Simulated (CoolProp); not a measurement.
The numbers come from the reference Helmholtz-energy equation of state, Outcalt 1996 in CoolProp. It is a modified Benedict-Webb-Rubin equation, recast in Helmholtz form.

Task: Give the vapour pressure (kPa), vapour density (kg/m³), liquid conductivity (mW/(m K)) of saturated R152A at 295 K.

Result: 
| T (K) | p (kPa) | vapour density (kg/m³) | liquid conductivity (mW/(m K)) |
|---|---|---|---|
| 295 | 543 | 16.8 | 102 |

Thermal conductivity comes from a separate model (Krauss 1996).
